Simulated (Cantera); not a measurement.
A Cantera script and its output.

```python
import numpy as np
import cantera as ct

surf = ct.Interface("ptcombust.yaml", "Pt_surf")
gas = surf.adjacent["gas"]
gas.TPX = 675, 77000, {'CO': 0.007, 'O2': 0.15, 'N2': 0.79, 'H2O': 0.06}
surf.TP = 675, 77000
reactor = ct.FlowReactor(gas, clone=False)
reactor.area = 0.0001  # m2
reactor.surface_area_to_volume_ratio = 740  # 1/m
reactor.mass_flow_rate = 0.1 * reactor.area * gas.density  # inlet velocity 0.1 m/s
reactor.energy_enabled = False
wall = ct.ReactorSurface(surf, reactor, clone=False)
net = ct.ReactorNet([reactor])
net.rtol, net.atol = 1e-8, 1e-16
show, cover = ['CO', 'O2', 'H2O', 'CO2'], ['PT(S)', 'H(S)', 'O(S)', 'OH(S)', 'CO(S)', 'C(S)']

rows = []
print(f"{'z/m':>9s}{'u/(m/s)':>9s}" + "".join(f"{s:>13s}" for s in show + cover))
for z in [0.00011, 0.00018, 0.0003, 0.00051, 0.00084, 0.0014, 0.0023, 0.0039, 0.0065, 0.011]:
    net.advance(z)
    rows.append([reactor.speed, *gas[show].X, *surf[cover].coverages])
    print(f"{z:9.4g}{rows[-1][0]:9.3g}" + "".join(f"{x:13.4e}" for x in rows[-1][1:]))
```

Result:

```
      z/m  u/(m/s)           CO           O2          H2O          CO2        PT(S)         H(S)         O(S)        OH(S)        CO(S)         C(S)
  0.00011      0.1   6.8212e-03   1.4890e-01   5.9587e-02   1.3058e-04   8.6849e-03   4.5629e-10   9.8563e-01   4.6202e-03   1.0578e-03   1.0530e-18
  0.00018      0.1   6.7433e-03   1.4887e-01   5.9589e-02   2.0875e-04   8.5395e-03   4.4484e-10   9.8586e-01   4.5820e-03   1.0108e-03   9.8914e-19
   0.0003      0.1   6.6173e-03   1.4881e-01   5.9593e-02   3.3516e-04   8.3195e-03   4.2770e-10   9.8621e-01   4.5235e-03   9.4118e-04   8.9694e-19
  0.00051      0.1   6.4159e-03   1.4873e-01   5.9599e-02   5.3728e-04   8.0014e-03   4.0332e-10   9.8671e-01   4.4376e-03   8.4365e-04   7.7286e-19
  0.00084      0.1   6.1370e-03   1.4861e-01   5.9607e-02   8.1721e-04   7.6167e-03   3.7450e-10   9.8732e-01   4.3312e-03   7.3081e-04   6.3691e-19
   0.0014   0.0999   5.7371e-03   1.4844e-01   5.9619e-02   1.2185e-03   7.1527e-03   3.4071e-10   9.8804e-01   4.1992e-03   6.0204e-04   4.9236e-19
   0.0023   0.0999   5.2188e-03   1.4822e-01   5.9635e-02   1.7386e-03   6.6629e-03   3.0625e-10   9.8880e-01   4.0549e-03   4.7487e-04   3.6148e-19
   0.0039   0.0999   4.5174e-03   1.4792e-01   5.9656e-02   2.4424e-03   6.1387e-03   2.7076e-10   9.8961e-01   3.8944e-03   3.4864e-04   2.4431e-19
   0.0065   0.0998   3.7009e-03   1.4757e-01   5.9680e-02   3.2617e-03   5.6628e-03   2.3986e-10   9.9035e-01   3.7426e-03   2.4288e-04   1.5689e-19
    0.011   0.0998   2.7581e-03   1.4717e-01   5.9708e-02   4.2079e-03   5.2323e-03   2.1301e-10   9.9101e-01   3.5996e-03   1.5443e-04   9.2112e-20
```

Computed with Cantera and Deutschmann's 1995 Pt surface mechanism with GRI-Mech 3.0 gas chemistry. Catalytic surfaces can have several steady states; this one follows from the mechanism file's or the stated starting coverage. Mass transfer to the wall is taken as infinitely fast.
